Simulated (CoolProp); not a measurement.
A simple Rankine cycle with water: condensing at 321.15 K, boiler at 0.432 MPa, turbine inlet 421.5 K, turbine efficiency 0.75, pump efficiency 0.6, no recuperator. Each further row changes one setting.

Values from CoolProp's reference Helmholtz-energy equation of state, Wagner 2002.

| case | thermal efficiency (%) | net work (kJ/kg) | heat in (kJ/kg) | turbine exit temperature (K) | volume ratio over the turbine |
|---|---|---|---|---|---|
| as stated | 16.3 | (withheld) | 2540 | 321.1 | 27.3 |
| turbine inlet 441.5 K | 16.3 | 423 | 2590 | 321.1 | 26.3 |
| condensing temperature 313.15 K | 17.5 | 452 | 2580 | 313.1 | 39.9 |
| boiler pressure 0.302 MPa | (withheld) | 378 | 2560 | 321.1 | 19.2 |
| turbine efficiency 0.65 | (withheld) | 359 | 2540 | 321.1 | 28.0 |

Problem. Fill in the missing entries.

Solution. 
- as stated, net work (kJ/kg): 414
- boiler pressure 0.302 MPa, thermal efficiency (%): 14.8
- turbine efficiency 0.65, thermal efficiency (%): 14.1

The expansion ends wet for: as stated; turbine inlet 441.5 K; condensing temperature 313.15 K; boiler pressure 0.302 MPa; turbine efficiency 0.65.
